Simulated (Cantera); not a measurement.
What does this Cantera script print?

```python
import numpy as np
import cantera as ct

gas_names = [...]  # 109 gases of nasa_gas.yaml made of C, Cl, H, Si
cond_names = """
    C(gr) C6H6(L) C7H8(L) C8H18(L),n-octa Si(cr) Si(L) SiC(b)
""".split()


# ... load() reads the species with a 1 bar reference pressure and builds the phases ...
atoms = {
    'SiHCl3': {'Si': 1, 'H': 1, 'CL': 3},
    'C3H8': {'C': 3, 'H': 8},
    'H2': {'H': 2},
}
top_T = {'C(gr)': 4500, 'SiC(b)': 3050}  # K; cautious upper limits of use, not melting points


# ... equilibrate(T, P, feed) seeds the gas with the atoms and calls Mixture.equilibrate('TP', solver="vcs", rtol=1e-11, max_steps=5000) ...
results = []
feed = {'SiHCl3': 1, 'C3H8': 0.02, 'H2': 710}  # mol
P = 820  # Pa
for T in [948, 1098, 1248, 1398, 1548, 1698, 1848]:
    mix = equilibrate(T, P, feed)
    results.append((T, P, feed, dict(zip(mix.species_names, mix.species_moles))))
    x = sorted(zip(gas.X, gas.species_names), reverse=True)
    print(f"T = {T:g} K  P = {P:g} Pa  gas = {mix.phase_moles(0):.4g} mol")
    print("   x: " + "  ".join(f"{s} {v:.3e}" for v, s in x if v > 1e-05))
    print("   condensed (mol): " + ("  ".join(f"{mix.phase(i).name} {mix.phase_moles(i):.4g}"
          for i in range(1, mix.n_phases) if mix.phase_moles(i) > 1e-12) or "none"))
```

It prints:

```
T = 948 K  P = 820 Pa  gas = 712 mol
   x: H2 9.961e-01  HCL 3.762e-03  SiHCL3 5.935e-05  SiCL4 4.977e-05  SiCL2 2.162e-05
   condensed (mol): Si(cr) 0.8379  SiC(b) 0.05976
T = 1098 K  P = 820 Pa  gas = 712.1 mol
   x: H2 9.958e-01  HCL 4.130e-03  SiCL2 3.477e-05
   condensed (mol): Si(cr) 0.9122  SiC(b) 0.05982
T = 1248 K  P = 820 Pa  gas = 712.1 mol
   x: H2 9.958e-01  HCL 4.126e-03  SiCL2 4.290e-05
   condensed (mol): Si(cr) 0.9091  SiC(b) 0.05986
T = 1398 K  P = 820 Pa  gas = 712.1 mol
   x: H2 9.958e-01  HCL 4.112e-03  H 5.214e-05  SiCL2 5.002e-05
   condensed (mol): Si(cr) 0.904  SiC(b) 0.05988
T = 1548 K  P = 820 Pa  gas = 712.2 mol
   x: H2 9.955e-01  HCL 4.098e-03  H 3.393e-04  SiCL2 5.614e-05
   condensed (mol): Si(cr) 0.8942  SiC(b) 0.05989
T = 1698 K  P = 820 Pa  gas = 712.7 mol
   x: H2 9.942e-01  HCL 4.079e-03  H 1.592e-03  Si 8.009e-05  SiCL2 6.014e-05  SiH2 1.389e-05  SiH 1.126e-05
   condensed (mol): Si(L) 0.8177  SiC(b) 0.05954
T = 1848 K  P = 820 Pa  gas = 714.8 mol
   x: H2 9.891e-01  H 5.823e-03  HCL 4.064e-03  Si 7.650e-04  SiH 6.869e-05  SiCL2 4.835e-05  SiH2 4.115e-05  SiCL 1.857e-05  CL 1.819e-05  Si2C 1.041e-05
   condensed (mol): Si(L) 0.2496  SiC(b) 0.05209
```

These are equilibrium values from Cantera (NASA tables, ideal gas, pure condensed phases), not measurements of a reactor. Mutual solubility and eutectic melting of coexisting phases are not modelled. The tables' values for SiCl are old estimates; treat these amounts as uncertain. Gases not in the tables: Si2H6 and higher silanes.
